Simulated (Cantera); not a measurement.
What does this Cantera script print?

```python
import numpy as np
import cantera as ct

gas = ct.Solution("gri30.yaml")
gas.TP = 300, 68000
flame = ct.CounterflowDiffusionFlame(gas, width=0.02)
flame.fuel_inlet.X, flame.fuel_inlet.T = {'CH4': 1, 'C2H6': 0.12, 'N2': 0.47}, 575
flame.oxidizer_inlet.X, flame.oxidizer_inlet.T = {'O2': 0.26, 'N2': 0.74}, 400
flame.set_refine_criteria(ratio=3, slope=0.12, curve=0.24, prune=0.03)
show = ['OH', 'H', 'NO', 'CO', 'C2H2']

rows = []
print(f"{'mdot':>8s}{'a_max':>10s}{'a_mean':>10s}{'Tmax/K':>9s}" + "".join(f"{s:>11s}" for s in show) + "   (peak mole fractions)")
for i, mdot in enumerate([0.17, 0.25, 0.37, 0.55, 0.82, 1.2, 1.8, 2.7]):  # kg/m2/s on the oxidiser side
    flame.oxidizer_inlet.mdot, flame.fuel_inlet.mdot = mdot, 0.78 * mdot
    flame.solve(loglevel=0, auto=(i == 0))
    if flame.T.max() < max(575, 400) + 100:
        print(f"{mdot:8.3g}  no burning solution found from the previous one")
        break
    dT = np.abs(np.gradient(flame.T, flame.grid))
    rows.append([flame.strain_rate("max"), flame.strain_rate("mean"), flame.T.max(),
                 *(flame.X[gas.species_index(s)].max() for s in show), max(dT[0], dT[-1]) / dT.max()])
    print(f"{mdot:8.3g}{rows[-1][0]:10.1f}{rows[-1][1]:10.1f}{rows[-1][2]:9.1f}" + "".join(f"{x:11.3e}" for x in rows[-1][3:-1]))
```

Result:

```
    mdot     a_max    a_mean   Tmax/K         OH          H         NO         CO       C2H2   (peak mole fractions)
    0.17     185.3      36.9   2191.6  1.155e-02  6.186e-03  3.619e-04  7.413e-02  2.016e-02
    0.25     259.4      54.3   2175.3  1.148e-02  6.522e-03  3.316e-04  7.290e-02  1.937e-02
    0.37     367.2      80.3   2157.8  1.134e-02  6.854e-03  2.981e-04  7.175e-02  1.845e-02
    0.55     524.1     119.4   2137.4  1.109e-02  7.139e-03  2.594e-04  7.061e-02  1.739e-02
    0.82     753.3     178.0   2116.0  1.077e-02  7.381e-03  2.176e-04  6.975e-02  1.620e-02
     1.2    1067.1     260.4   2093.4  1.036e-02  7.536e-03  1.757e-04  6.925e-02  1.494e-02
     1.8    1545.5     390.6   2062.4  9.696e-03  7.507e-03  1.285e-04  6.899e-02  1.309e-02
     2.7    2239.8     586.0   2019.6  8.699e-03  7.143e-03  8.118e-05  6.908e-02  1.061e-02
```

Detailed kinetics in Cantera: GRI-Mech 3.0 (53 species, 325 reactions). GRI-Mech 3.0 has no aromatics or soot, which form on the fuel side of real flames. The maximum strain rate includes the flame's own expansion and is several times the mean.
